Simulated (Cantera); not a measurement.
## Equilibrium for nitride etching: Si3N4 + HCl

Charge: 1 mol Si3N4, 11 mol HCl, equilibrated at 1000 K and 75.0 Torr.

These are equilibrium values from Cantera (NASA tables, ideal gas, pure condensed phases), not measurements of a reactor. Candidate condensed phases: NH4Cl, Si, Si3N4; 28 gas species. The tables' values for SiCl3 are old estimates; treat these amounts as uncertain. Equilibrium is a limit: real reactors are often held back by kinetics, nucleation or transport.

The x(HCl) is 0.407. The x(H2) comes out as 0.323, the x(SiCl4) is 0.161 and the x(N2) comes out as 0.108. The x(SiHCl3) is 0.000902, the x(SiCl3) comes out as 8.73e-5 and the x(NH3) is 3.52e-6. The x(SiCl2) is 1.15e-6, the n(Si3N4(s)) is 0.436 mol and the gas amount comes out as 10.44 mol. The log10 activity of Si(s) (absent) comes out as -5.88.
